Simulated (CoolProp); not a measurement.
R236FA along the isotherm 126.85 °C: fugacity coefficient from the reference equation and from simpler models built on Tc = 124.9 °C, pc = 3.191 MPa, ω = 0.377; each cubic takes its own stable root.

Values from CoolProp's reference Helmholtz-energy equation of state, Pan 2012.

```csv
p (MPa),phase,reference,Redlich-Kwong,Soave-Redlich-Kwong,Peng-Robinson
1.14,gas,0.8803,0.8824,0.8828,0.8710
2.28,gas,0.7633,0.7677,0.7685,0.7488
3.42,supercritical,0.6340,0.6417,0.6441,0.6210
4.56,supercritical,0.5062,0.5202,0.5227,0.5002
5.7,supercritical,0.4285,0.4453,0.4476,0.4255
6.84,supercritical,0.3768,0.3953,0.3974,0.3754
7.98,supercritical,0.3402,0.3598,0.3618,0.3398
9.12,supercritical,0.3132,0.3337,0.3355,0.3132
10.3,supercritical,0.2920,0.3131,0.3149,0.2923
11.4,supercritical,0.2766,0.2983,0.3000,0.2770
12.5,supercritical,0.2642,0.2865,0.2882,0.2646
13.7,supercritical,0.2535,0.2763,0.2779,0.2538
14.8,supercritical,0.2455,0.2688,0.2705,0.2457
16,supercritical,0.2385,0.2623,0.2640,0.2385
```
